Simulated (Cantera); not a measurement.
Input: 1 mol CH3Cl, 0.013 mol HCl, held at 2725 K and 3.10 Pa.

Method: chemical equilibrium by Gibbs-energy minimisation in Cantera with the NASA 1993 tables (ideal gas, pure condensed phases). Candidate condensed phases: C, C6H6, C7H8, C8H18; 91 gas species. Kinetics and transport are ignored.

Base state: H 0.662, Cl 0.224, C3 0.0517, C 0.0465, C2 0.00979, H2 0.00349, HCl 0.00170, C2H 0.000489 (mole fractions); condensed: gas only.

Q: What changes in the equilibrium state with this change: temperature from 2725 K to 723.15 K?

A: 
```
species             before    after
----------------  --------  -------
HCl                0.00170    0.503
H2                 0.00349    0.497
CH4                  <1e-9  4.07e-5
H                    0.662    <1e-9
Cl                   0.224    <1e-9
C3                  0.0517    <1e-9
C                   0.0465    <1e-9
C2                 0.00979    <1e-9
C2H               0.000489    <1e-9
C5                 9.76e-5    <1e-9
C4                 3.76e-5    <1e-9
C(graphite), mol         0    1.000
```
